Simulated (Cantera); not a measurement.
Charge: 1 mol N2O, 2 mol H2O, 0.44 mol H2, held at 2098 K and 2.50 bar.

Equilibrium computed with Cantera from the NASA thermochemical tables; the gas is ideal and each condensed phase is pure. Candidate condensed phases: H2O; 24 gas species. Equilibrium is a limit: real reactors are often held back by kinetics, nucleation or transport.

Base state: H2O 0.651, N2 0.267, O2 0.0725, OH 0.00503, NO 0.00338, H2 0.000894, O 0.000234, H 5.82e-5 (mole fractions); condensed: gas only.

Problem. What changes in the equilibrium state with this change: temperature from 2098 K to 925 K?

Solution. 
```json
[
 {"species": "H2O", "before": "0.651", "after": "0.656"},
 {"species": "N2", "before": "0.267", "after": "0.269"},
 {"species": "O2", "before": "0.0725", "after": "0.0753"},
 {"species": "OH", "before": "0.00503", "after": "3.72e-8"},
 {"species": "NO", "before": "0.00338", "after": "4.49e-6"},
 {"species": "H2", "before": "0.000894", "after": "<1e-9"},
 {"species": "O", "before": "0.000234", "after": "<1e-9"}
]
```

Problem. What changes in the equilibrium state with this change: N2O replaced by HI?

Solution. 
```csv
species,before,after
H2O,0.651,0.525
H2,0.000894,0.213
I,0,0.193
N2,0.267,0
HI,0,0.0665
O2,0.0725,8.28e-7
NO,0.00338,0
I2,0,0.00173
O,0.000234,7.89e-7
OH,0.00503,0.000262
H,5.82e-5,0.000899
```
Further candidate phases: I2.
